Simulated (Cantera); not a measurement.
An isothermal, constant-pressure homogeneous reactor starts with CH4 : H2 : CO2 = 0.014 : 1 : 0.0025 (molar parts), at 1648 K and 11000 Pa.

Computed with Cantera and GRI-Mech 3.0 (53 species, 325 reactions). GRI-Mech 3.0 stops at C3 and has no aromatics, soot or wall deposition, so with more carbon than oxygen in the feed, carbon stays in small species such as C2H2 where larger ones or solid carbon would form.

Task: Predict: x(CH4) at 8.00 s; x(H2) at 8.00 s; x(CO2) at 8.00 s; x(C2H) at 8.00 s; x(CH3) at 8.00 s.

Result: 
```json
{
  "x(CH4) at 8.00 s": "0.00322 (gas-phase equilibrium 0.00149)",
  "x(H2) at 8.00 s": "0.986 (gas-phase equilibrium 0.989)",
  "x(CO2) at 8.00 s": "1.87e-6 (gas-phase equilibrium 4.99e-11)",
  "x(C2H) at 8.00 s": "5.95e-9 (gas-phase equilibrium 5.62e-9)",
  "x(CH3) at 8.00 s": "1.76e-5 (gas-phase equilibrium 8.20e-6)"
}
```
